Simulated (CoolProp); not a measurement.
Carbon monoxide at several states: density (kg/m³) from the reference equation and from simpler models built on Tc = 132.9 K, pc = 3498 kPa, ω = 0.050; each cubic takes its own stable root.

Computed with CoolProp (reference Helmholtz-energy equation of state, Lemmon 2006). It is a short technical equation, of lower accuracy than the large ones.

```csv
T (K),p (kPa),phase,reference,Soave-Redlich-Kwong,Peng-Robinson
473.9,22.9,gas,0.1628,0.1628,0.1628
403.5,1060,gas,8.828,8.815,8.839
236.4,6780,supercritical,103.8,?,105.7
270.4,5570,supercritical,?,?,?
```

Q: Some entries are withheld; supply them.

A: 
- 236.4, Soave-Redlich-Kwong: 102.3
- 270.4, reference: 71.31
- 270.4, Soave-Redlich-Kwong: 70.58
- 270.4, Peng-Robinson: 72.19
